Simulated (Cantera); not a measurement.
# Boron, boron nitride and boron oxide: B2O3 + NH3 + N2

Feed: 1 mol B2O3, 0.35 mol NH3, 0.68 mol N2, at 94.0 mbar.

Equilibrium computed with Cantera from the NASA thermochemical tables; the gas is ideal and each condensed phase is pure. Candidate condensed phases: B, BN, B2O3, B3O3H3, H2O; 39 gas species. Mutual solubility and eutectic melting of coexisting phases are not modelled. Gases not in the tables: H3BO3. Kinetics and transport are ignored.

From 975 K to 1675 K the condensed part is BN(s) + B2O3(l). From 1775 K to 1875 K the condensed part is B2O3(l).

| T (K) | x N2 | x H2 | x B2O3 | x HBO2 | x HBO | x B2O2 | x BO | n BN(s) | n B2O3(l) |
|---|---|---|---|---|---|---|---|---|---|
| 975 | 0.619 | 0.379 | 1.04e-11 | 1.89e-6 | 1.75e-9 | <1e-12 | <1e-12 | 0.00132 | 0.999 |
| 1075 | 0.619 | 0.379 | 9.96e-10 | 1.36e-5 | 5.05e-8 | <1e-12 | <1e-12 | 0.00128 | 0.999 |
| 1175 | 0.619 | 0.379 | 4.24e-8 | 6.86e-5 | 8.09e-7 | 4.00e-11 | 2.42e-11 | 0.00125 | 0.999 |
| 1275 | 0.619 | 0.379 | 9.78e-7 | 0.000263 | 8.28e-6 | 2.77e-9 | 1.22e-9 | 0.00128 | 0.999 |
| 1375 | 0.619 | 0.379 | 1.40e-5 | 0.000816 | 5.98e-5 | 1.02e-7 | 3.44e-8 | 0.00146 | 0.999 |
| 1475 | 0.618 | 0.378 | 0.000137 | 0.00214 | 0.000328 | 2.27e-6 | 6.10e-7 | 0.00189 | 0.997 |
| 1575 | 0.617 | 0.375 | 0.000991 | 0.00491 | 0.00143 | 3.36e-5 | 7.44e-6 | 0.00258 | 0.993 |
| 1675 | 0.611 | 0.367 | 0.00559 | 0.0100 | 0.00518 | 0.000357 | 6.68e-5 | 0.00285 | 0.980 |
| 1775 | 0.591 | 0.344 | 0.0256 | 0.0190 | 0.0152 | 0.00268 | 0.000449 | 0 | 0.934 |
| 1875 | 0.530 | 0.288 | 0.0990 | 0.0431 | 0.0273 | 0.00861 | 0.00179 | 0 | 0.768 |
x: gas mole fraction; n: condensed amount in mol.
